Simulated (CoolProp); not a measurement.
A single-stage vapour-compression cycle with R22: evaporating at 222.15 K (dew point), condensing at 292.15 K (bubble point), superheat 2 K, subcooling 8 K, compressor efficiency 0.8, no pressure losses. Each further row changes one setting.

Computed with CoolProp (reference Helmholtz-energy equation of state, Kamei 1995).

```
case                              cooling COP  pressure ratio  discharge temperature (K)  refrigerating effect (kJ/kg)  volumetric capacity (kJ/m³)
--------------------------------  -----------  --------------  -------------------------  ----------------------------  ---------------------------
as stated                                1.99            14.4                      366.9                           171                          498
evaporating temperature 227.15 K          ___            11.2                      358.9                           173                          ___
condensing temperature 287.15 K          2.20            12.5                      358.4                           177                          516
subcooling 13 K                          2.06            14.4                      366.9                           177                          516
superheat 12 K                           1.97            14.4                      379.3                           177                          ___
compressor efficiency 0.7                1.74            14.4                        ___                           171                          498
```

### Question
Fill in the missing entries.

### Answer

- evaporating temperature 227.15 K, cooling COP: 2.24
- evaporating temperature 227.15 K, volumetric capacity (kJ/m³): 640
- superheat 12 K, volumetric capacity (kJ/m³): 492
- compressor efficiency 0.7, discharge temperature (K): 382.5
